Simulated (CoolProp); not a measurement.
Vapour pressure (bar) of C3F8 (R218): the reference equation beside estimates from Tc = 345.0 K, pc = 26.40 bar, ω = 0.317. Clausius-Clapeyron is anchored at 215.7 K with a constant enthalpy of vaporisation of 21.12 kJ/mol.

Computed with CoolProp (reference Helmholtz-energy equation of state, Lemmon 2006). It is a short technical equation, of lower accuracy than the large ones.

```json
[
 {"T (K)": "215.7", "reference": "0.3575", "Lee-Kesler": "0.3529", "Clausius-Clapeyron": "0.3575", "Redlich-Kwong": "0.8220", "Soave-Redlich-Kwong": "0.3547"},
 {"T (K)": "224.8", "reference": "0.5817", "Lee-Kesler": "0.5773", "Clausius-Clapeyron": "0.5758", "Redlich-Kwong": "1.222", "Soave-Redlich-Kwong": "0.5785"},
 {"T (K)": "234", "reference": "0.9094", "Lee-Kesler": "0.9068", "Clausius-Clapeyron": "0.8978", "Redlich-Kwong": "1.758", "Soave-Redlich-Kwong": "0.9068"},
 {"T (K)": "243.1", "reference": "1.361", "Lee-Kesler": "1.362", "Clausius-Clapeyron": "1.348", "Redlich-Kwong": "2.439", "Soave-Redlich-Kwong": "1.361"},
 {"T (K)": "252.2", "reference": "1.969", "Lee-Kesler": "1.975", "Clausius-Clapeyron": "1.965", "Redlich-Kwong": "3.293", "Soave-Redlich-Kwong": "1.974"},
 {"T (K)": "261.4", "reference": "2.776", "Lee-Kesler": "2.789", "Clausius-Clapeyron": "2.801", "Redlich-Kwong": "4.352", "Soave-Redlich-Kwong": "2.792"},
 {"T (K)": "270.5", "reference": "3.800", "Lee-Kesler": "___", "Clausius-Clapeyron": "3.884", "Redlich-Kwong": "5.615", "Soave-Redlich-Kwong": "3.832"},
 {"T (K)": "279.6", "reference": "5.084", "Lee-Kesler": "5.112", "Clausius-Clapeyron": "5.272", "Redlich-Kwong": "7.112", "Soave-Redlich-Kwong": "5.142"},
 {"T (K)": "288.8", "reference": "6.687", "Lee-Kesler": "___", "Clausius-Clapeyron": "___", "Redlich-Kwong": "8.883", "Soave-Redlich-Kwong": "6.782"},
 {"T (K)": "297.9", "reference": "8.616", "Lee-Kesler": "8.660", "Clausius-Clapeyron": "9.212", "Redlich-Kwong": "10.91", "Soave-Redlich-Kwong": "8.758"}
]
```

Q: Complete the blanks.

A: 
- 270.5, Lee-Kesler: 3.820
- 288.8, Lee-Kesler: 6.723
- 288.8, Clausius-Clapeyron: 7.042

Absolute difference from the reference over all 10 rows, mean and median: Lee-Kesler 0.5 and 0.5 %, Clausius-Clapeyron 2.2 and 1.1 %, Redlich-Kwong 68.4 and 62.0 %, Soave-Redlich-Kwong 0.8 and 0.7 %.
